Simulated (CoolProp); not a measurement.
Propylene at 490.34 K and 1.31 MPa is throttled through a valve to 0.391 MPa with no heat exchange. Each further row changes one setting.

Values from CoolProp's reference Helmholtz-energy equation of state, Lemmon 2013.

```csv
case,temperature change (K),final density (kg/m³)
as stated,[?],[?]
outlet pressure 0.117 MPa,[?],[?]
outlet pressure 0.508 MPa,[?],[?]
```

What belongs in the gaps?


- as stated, temperature change (K): -4.1
- as stated, final density (kg/m³): 4.12
- outlet pressure 0.117 MPa, temperature change (K): -5.3
- outlet pressure 0.117 MPa, final density (kg/m³): 1.23
- outlet pressure 0.508 MPa, temperature change (K): -3.6
- outlet pressure 0.508 MPa, final density (kg/m³): 5.36
